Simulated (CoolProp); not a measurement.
C3F8 (R218) along the isotherm 440 K: density (kg/m³) from the reference equation and from simpler models built on Tc = 345.0 K, pc = 2.640 MPa, ω = 0.317; each cubic takes its own stable root.

Computed with CoolProp (reference Helmholtz-energy equation of state, Lemmon 2006). It is a short technical equation, of lower accuracy than the large ones.

| p (MPa) | phase | reference |
|---|---|---|
| 0.0125 | gas | 0.6428 |
| 0.0237 | gas | 1.220 |
| 0.045 | gas | 2.318 |
| 0.0853 | gas | 4.403 |
| 0.162 | gas | 8.395 |
| 0.307 | gas | 16.03 |
| 0.581 | gas | 30.77 |
| 1.1 | gas | 59.94 |
| 2.09 | gas | 120.7 |
| 3.96 | supercritical | 257.3 |

Question: How far does each simpler model (ideal gas, van der Waals, Peng-Robinson) lie from the reference over these 10 states: mean and median of the absolute difference, and the worst?

Answer: 
- ideal gas: mean 4.4 %, median 1.2 %, worst -20.9 % at 440 K and 3.96 MPa
- van der Waals: mean 1.7 %, median 0.2 %, worst +10.7 % at 440 K and 3.96 MPa
- Peng-Robinson: mean 0.5 %, median 0.2 %, worst +1.6 % at 440 K and 2.09 MPa
